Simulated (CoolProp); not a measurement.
A single-stage vapour-compression cycle with nitrous oxide: evaporating at 239.15 K (dew point), condensing at 277.15 K (bubble point), superheat 0 K, subcooling 2 K, compressor efficiency 0.65, no pressure losses. Each further row changes one setting.

Model: reference Helmholtz-energy equation of state, Lemmon 2006, in CoolProp. It is a short technical equation, of lower accuracy than the large ones.

| case | cooling COP | pressure ratio | discharge temperature (K) | refrigerating effect (kJ/kg) | volumetric capacity (kJ/m³) |
|---|---|---|---|---|---|
| as stated | 3.13 | 2.99 | 333.3 | 228 | 6820 |
| evaporating temperature 244.15 K | 3.77 | (withheld) | 323.8 | 230 | 8070 |
| condensing temperature 272.15 K | 3.76 | (withheld) | 321.4 | 239 | 7150 |
| subcooling 7 K | 3.29 | 2.99 | 333.3 | 240 | 7160 |
| superheat 10 K | 3.07 | 2.99 | 347.6 | 239 | (withheld) |
| compressor efficiency 0.55 | 2.65 | 2.99 | 345.1 | 228 | 6820 |

Problem. Fill in the missing entries.

Solution. 
- evaporating temperature 244.15 K, pressure ratio: 2.54
- condensing temperature 272.15 K, pressure ratio: 2.64
- superheat 10 K, volumetric capacity (kJ/m³): 6690
